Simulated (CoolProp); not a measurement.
A closed Brayton cycle with carbon dioxide: compressor inlet 309.15 K and 8 MPa, high pressure 18.8 MPa, turbine inlet 700 K, compressor efficiency 0.85, turbine efficiency 0.93, recuperator effectiveness 0.9 (on enthalpy, no pinch check). Each further row changes one setting.

Computed with CoolProp (reference Helmholtz-energy equation of state, Span 1996).

| case | thermal efficiency (%) | net work (kJ/kg) | compressor to turbine work | compressor exit (K) | turbine exit (K) |
|---|---|---|---|---|---|
| as stated | 30.3 | 68.5 | 0.29 | 359.8 | 604.2 |
| turbine inlet 650 K | 28.3 | (withheld) | 0.32 | 359.8 | 558.0 |
| compressor inlet 319.15 K | 29.2 | 57.0 | 0.41 | 387.7 | 604.2 |
| high pressure 16 MPa | 28.3 | (withheld) | 0.27 | 350.1 | 622.0 |
| recuperator effectiveness 0.5 | (withheld) | 68.5 | 0.29 | 359.8 | 604.2 |

Problem. Fill in the missing entries.

Solution. 
- turbine inlet 650 K, net work (kJ/kg): 60.1
- high pressure 16 MPa, net work (kJ/kg): 58.0
- recuperator effectiveness 0.5, thermal efficiency (%): 20.1
